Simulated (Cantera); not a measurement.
Cantera run:

```python
import numpy as np
import cantera as ct

gas_names = """
    AL ALCL ALCL2 ALCL3 ALH ALN AL2 AL2CL6 CL CL2 H HCL H2 N NH NH2 NH3 N2 N2H2 N2H4
""".split()
cond_names = """
    AL(cr) AL(L) ALCL3(s) ALCL3(L) ALN(s) NH4CL(a) NH4CL(b)
""".split()


def load(file, names, dense=False):
    # The tables refer to 1 bar. Condensed volumes are neglected.
    table = {s.name: s for s in ct.Species.list_from_file(file)}
    out = []
    for n in names:
        d = dict(table[n].input_data)
        d["thermo"] = dict(d["thermo"], **{"reference-pressure": 1e5})
        if dense:
            d["equation-of-state"] = {"model": "constant-volume", "density": "1e6 g/cm^3"}
        out.append(ct.Species.from_dict(d))
    return out


gas = ct.Solution(thermo="ideal-gas", species=load("nasa_gas.yaml", gas_names))
cond = {s.name: ct.Solution(thermo="fixed-stoichiometry", species=[s], name=s.name)
        for s in load("nasa_condensed.yaml", cond_names, dense=True)}
atoms = {
    'AlN': {'AL': 1, 'N': 1},
    'HCl': {'H': 1, 'CL': 1},
    'H2': {'H': 2},
}
top_T = {'ALN(s)': 2750}  # K; cautious upper limits of use, not melting points


def equilibrate(T, P, feed):
    n = {}
    for name, mol in feed.items():
        for a, k in atoms[name].items():
            n[a] = n.get(a, 0.0) + k * mol
    gas.TPX = T, P, n
    mass = sum(n.values()) * gas.mean_molecular_weight
    gas.equilibrate("TP")
    valid = [c for c in cond.values() if c.min_temp <= T <= top_T.get(c.name, c.max_temp)]
    mix = ct.Mixture([(gas, mass / gas.mean_molecular_weight)] + [(c, 0.0) for c in valid])
    mix.T, mix.P = T, P
    mix.equilibrate("TP", solver="vcs", rtol=1e-11, max_steps=5000)
    return mix


results = []
feed = {'AlN': 1, 'HCl': 1.9, 'H2': 0.71}  # mol
T = 1148.15  # K
P = 28  # Pa
mix = equilibrate(T, P, feed)
results.append((T, P, feed, dict(zip(mix.species_names, mix.species_moles))))
print(gas.report(threshold=1e-05))
for i in range(1, mix.n_phases):
    print(f"{mix.phase(i).name:16s} {mix.phase_moles(i):12.5e} mol")
```

It prints:

```
       temperature   1148.2 K
          pressure   28 Pa
           density   0.0001035 kg/m^3
  mean mol. weight   35.286 kg/kmol
   phase of matter   gas

                          1 kg             1 kmol
                     ---------------   ---------------
          enthalpy       -2.6821e+06       -9.4641e+07  J
   internal energy       -2.9527e+06       -1.0419e+08  J
           entropy            8828.3        3.1151e+05  J/K
    Gibbs function       -1.2818e+07        -4.523e+08  J
 heat capacity c_p            1177.5             41548  J/K
 heat capacity c_v            941.83             33233  J/K

                      mass frac. Y      mole frac. X     chem. pot. / RT
                     ---------------   ---------------   ---------------
              ALCL        0.00040548        0.00022917           -52.018
             ALCL2         0.0028046          0.001011           -83.268
             ALCL3           0.75281           0.19923           -114.52
               HCL           0.13173           0.12749           -44.549
                H2          0.032669            0.5718             -26.6
                N2          0.079579           0.10024           -35.712
     [  +14 minor]        2.1649e-06        4.0836e-06

AL(L)             0.00000e+00 mol
ALCL3(L)          0.00000e+00 mol
ALN(s)            4.76387e-01 mol
```

These are equilibrium values from Cantera (NASA tables, ideal gas, pure condensed phases), not measurements of a reactor. The tables' values for AlCl2 are old estimates; treat these amounts as uncertain.
